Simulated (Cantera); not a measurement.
What does this Cantera script print?

```python
import numpy as np
import cantera as ct

gas_names = [...]  # 136 gases of nasa_gas.yaml made of C, H, N, O
cond_names = """
    C(gr) C6H6(L) C7H8(L) C8H18(L),n-octa H2O(s) H2O(L)
""".split()


# ... load() reads the species with a 1 bar reference pressure and builds the phases ...
atoms = {
    'C3H8': {'C': 3, 'H': 8},
    'CO2': {'C': 1, 'O': 2},
    'N2': {'N': 2},
}
top_T = {'C(gr)': 4500}  # K; cautious upper limits of use, not melting points


# ... equilibrate(T, P, feed) seeds the gas with the atoms and calls Mixture.equilibrate('TP', solver="vcs", rtol=1e-11, max_steps=5000) ...
results = []
T = 2900  # K
P = 1700000  # Pa
for m in [0.2, 0.32, 0.53, 0.87, 1.4, 2.4, 3.9]:
    feed = {'C3H8': 1, 'CO2': m, 'N2': 21}  # mol
    mix = equilibrate(T, P, feed)
    results.append((T, P, feed, dict(zip(mix.species_names, mix.species_moles))))

top = {s: max(r[3][s] / sum(r[3][g] for g in gas_names) for r in results) for s in gas_names}
cols = sorted((s for s in top if top[s] > 1e-06), key=lambda s: -top[s])[:7]
seen = [c for c in cond_names if any(r[3].get(c, 0) > 1e-12 for r in results)]
print("log10 of partial pressures in bar; condensed amounts in mol")
print(f"{'n(CO2)':>10s}" + "".join(f"{s[:9]:>10s}" for s in cols + seen))
for T, P, feed, n in results:
    ng = sum(n[g] for g in gas_names)
    print(f"{feed['CO2']:10.4g}" + "".join(f"{np.log10(max(n[s] / ng * P / 1e5, 1e-99)):10.3f}" for s in cols)
          + "".join(f"{n.get(c, 0):10.4g}" for c in seen))
```

Output:

```
log10 of partial pressures in bar; condensed amounts in mol
    n(CO2)        N2        CO        H2       HCN       H2O         H       HNC     C(gr)
       0.2     1.129    -0.574     0.297    -0.064    -5.259    -0.791    -0.823    0.9506
      0.32     1.125    -0.374     0.293    -0.068    -5.063    -0.793    -0.827    0.8307
      0.53     1.118    -0.162     0.285    -0.075    -4.858    -0.797    -0.835    0.6209
      0.87     1.107     0.042     0.274    -0.086    -4.665    -0.802    -0.846    0.2813
       1.4     1.092     0.231     0.274    -0.156    -4.414    -0.803    -0.916         0
       2.4     1.070     0.435     0.305    -0.570    -3.759    -0.787    -1.329         0
       3.9     1.047     0.551     0.226    -3.900    -0.445    -0.827    -4.660         0
```

Equilibrium computed with Cantera from the NASA thermochemical tables; the gas is ideal and each condensed phase is pure.
